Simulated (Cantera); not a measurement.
Charge: 1 mol Si, 3.3 mol Br2, 25 mol N2, equilibrated at 0.890 bar.

These are equilibrium values from Cantera (NASA tables, ideal gas, pure condensed phases), not measurements of a reactor. Candidate condensed phases: Br2, Si, Si3N4; 13 gas species. The tables' values for SiBr3 are old estimates; treat these amounts as uncertain. Kinetics and transport are ignored.

x: gas mole fraction; nothing condenses.

| T (K) | x N2 | x Br | x Br2 | x SiBr4 | x SiBr2 | x SiBr3 | x SiBr |
|---|---|---|---|---|---|---|---|
| 773 | 0.916 | 4.20e-5 | 0.0476 | 0.0366 | <1e-12 | 4.39e-12 | <1e-12 |
| 873 | 0.916 | 0.000239 | 0.0475 | 0.0366 | <1e-12 | 2.49e-10 | <1e-12 |
| 973 | 0.915 | 0.000951 | 0.0471 | 0.0366 | <1e-12 | 6.11e-9 | <1e-12 |
| 1073 | 0.914 | ___ | 0.0461 | 0.0366 | ___ | 8.27e-8 | <1e-12 |
| 1173 | 0.912 | 0.00727 | 0.0438 | 0.0365 | 1.14e-9 | 7.25e-7 | <1e-12 |
| 1273 | 0.909 | ___ | ___ | 0.0363 | ___ | 4.62e-6 | <1e-12 |
| 1373 | 0.903 | 0.0276 | 0.0332 | 0.0361 | 4.59e-7 | 2.33e-5 | <1e-12 |
| 1473 | 0.896 | 0.0433 | 0.0250 | 0.0357 | 5.84e-6 | 0.000100 | 1.91e-12 |
| 1573 | 0.888 | 0.0594 | 0.0167 | 0.0351 | 6.18e-5 | 0.000381 | 1.19e-10 |
| 1673 | 0.881 | 0.0735 | 0.0103 | 0.0334 | 0.000544 | 0.00128 | 5.36e-9 |
| 1773 | 0.871 | 0.0877 | 0.00649 | 0.0282 | 0.00336 | 0.00332 | 1.43e-7 |

### Question
What belongs in the gaps?

### Answer

- 1073, x Br: 0.00291
- 1073, x SiBr2: 2.73e-11
- 1273, x Br: 0.0153
- 1273, x Br2: 0.0396
- 1273, x SiBr2: 2.77e-8
